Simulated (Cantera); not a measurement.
## Stirred combustor or abatement burner

A perfectly stirred reactor is fed with CH3OH : O2 : N2 = 1 : 3 : 11.3 (molar parts), at 25000 Pa; it is adiabatic with a 673 K inlet, and is followed from long to short residence time, starting on the burning branch (τ in s: 0.039, 0.02, 0.01, 0.0051, 0.0026, 0.0013, 0.00065, 0.00033, 0.00017, 8.4e-05).

Model: GRI-Mech 3.0 (53 species, 325 reactions), integrated in Cantera. GRI-Mech 3.0 was tuned for natural gas; its chemistry of methanol as a main component is partial and can be far from experiment.

```json
[
 {"τ (s)": "0.039", "T (K)": "1788", "x CH3OH": "7.98e-6", "x O2": "0.0945", "x CH2CO": "1.39e-11", "x OH": "0.00373", "x NO": "1.37e-5", "x CH4": "1.45e-8", "x H": "0.000389"},
 {"τ (s)": "0.020", "T (K)": "1771", "x CH3OH": "1.24e-5", "x O2": "0.0947", "x CH2CO": "4.27e-11", "x OH": "0.00427", "x NO": "9.39e-6", "x CH4": "2.58e-8", "x H": "0.000643"},
 {"τ (s)": "0.010", "T (K)": "1749", "x CH3OH": "2.01e-5", "x O2": "0.0951", "x CH2CO": "1.43e-10", "x OH": "0.00477", "x NO": "6.29e-6", "x CH4": "5.00e-8", "x H": "0.00102"},
 {"τ (s)": "0.0051", "T (K)": "1724", "x CH3OH": "3.37e-5", "x O2": "0.0957", "x CH2CO": "4.85e-10", "x OH": "0.00512", "x NO": "4.20e-6", "x CH4": "1.01e-7", "x H": "0.00147"},
 {"τ (s)": "0.0026", "T (K)": "1695", "x CH3OH": "6.08e-5", "x O2": "0.0969", "x CH2CO": "1.74e-9", "x OH": "0.00522", "x NO": "2.63e-6", "x CH4": "2.18e-7", "x H": "0.00189"},
 {"τ (s)": "0.0013", "T (K)": "1658", "x CH3OH": "0.000129", "x O2": "0.0993", "x CH2CO": "7.17e-9", "x OH": "0.00488", "x NO": "1.32e-6", "x CH4": "5.29e-7", "x H": "0.00202"},
 {"τ (s)": "0.00065", "T (K)": "673", "x CH3OH": "0.0654", "x O2": "0.196", "x CH2CO": "<1e-12", "x OH": "<1e-12", "x NO": "<1e-12", "x CH4": "<1e-12", "x H": "<1e-12"},
 {"τ (s)": "0.00033", "T (K)": "673", "x CH3OH": "0.0654", "x O2": "0.196", "x CH2CO": "<1e-12", "x OH": "<1e-12", "x NO": "<1e-12", "x CH4": "<1e-12", "x H": "<1e-12"},
 {"τ (s)": "0.00017", "T (K)": "673", "x CH3OH": "0.0654", "x O2": "0.196", "x CH2CO": "<1e-12", "x OH": "<1e-12", "x NO": "<1e-12", "x CH4": "<1e-12", "x H": "<1e-12"},
 {"τ (s)": "8.4e-5", "T (K)": "673", "x CH3OH": "0.0654", "x O2": "0.196", "x CH2CO": "<1e-12", "x OH": "<1e-12", "x NO": "<1e-12", "x CH4": "<1e-12", "x H": "<1e-12"}
]
```
x: mole fraction; the columns are a selection and need not sum to one.
